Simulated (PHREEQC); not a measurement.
Solution (25 °C): 0.0028 mol/kgw BaCl2, 0.0016 mol/kgw CO2 and 0.044 mol/kgw KCl. Closed to the air; pH follows from the charge balance.

Model: ion-association model, phreeqc.dat, run in PHREEQC.

Q: The ionic strength comes out as 0.0524 mol/kgw. What activity coefficients do HCO3-, Cl-, Ba+2, H+, K+ get?

A: HCO3- 0.83, Cl- 0.81, Ba+2 0.45, H+ 0.85, K+ 0.81.

Precipitation was switched off in this run.
